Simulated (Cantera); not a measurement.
A closed system holds: 1 mol SiHCl3, 3.2 mol N2, 1.8 mol H2, 8 mol NH3, held at 1775 K and 16.0 Pa.

Method: chemical equilibrium by Gibbs-energy minimisation in Cantera with the NASA 1993 tables (ideal gas, pure condensed phases). Candidate condensed phases: NH4Cl, Si, Si3N4; 28 gas species. The tables' values for SiCl, SiN, SiCl3 are old estimates; treat these amounts as uncertain. Gases not in the tables: Si2H6 and higher silanes. Rates play no part.

Base state: H2 0.563, N2 0.306, HCl 0.0700, SiCl2 0.0270, H 0.0172, Si 0.0133, Cl 0.00164, SiCl 0.00158 (mole fractions); condensed: gas only.

Task: What changes in the equilibrium state with this change: temperature from 1775 K to 798.15 K?

Result: 
| species | before | after |
|---|---|---|
| H2 | 0.563 | 0.573 |
| N2 | 0.306 | 0.293 |
| HCl | 0.0700 | 0.134 |
| SiCl2 | 0.0270 | <1e-9 |
| H | 0.0172 | <1e-9 |
| Si | 0.0133 | <1e-9 |
| SiCl4 | 2.03e-8 | 0.000103 |
| Cl | 0.00164 | <1e-9 |
| SiCl | 0.00158 | <1e-9 |
| SiH | 0.000155 | <1e-9 |
| Si2 | 7.20e-5 | <1e-9 |
| Si2N | 7.10e-5 | <1e-9 |
| Si3N4(s), mol | 0 | 0.333 |

Task: What changes in the equilibrium state with this change: temperature from 1775 K to 1925 K?

Result: 
| species | before | after |
|---|---|---|
| H2 | 0.563 | 0.512 |
| N2 | 0.306 | 0.294 |
| HCl | 0.0700 | 0.0916 |
| H | 0.0172 | 0.0541 |
| SiCl2 | 0.0270 | 0.0109 |
| Si | 0.0133 | 0.0276 |
| Si3 | 1.68e-5 | 3.40e-6 |
| Cl | 0.00164 | 0.00728 |
The tables' values for SiCl, SiN are old estimates; treat these amounts as uncertain.
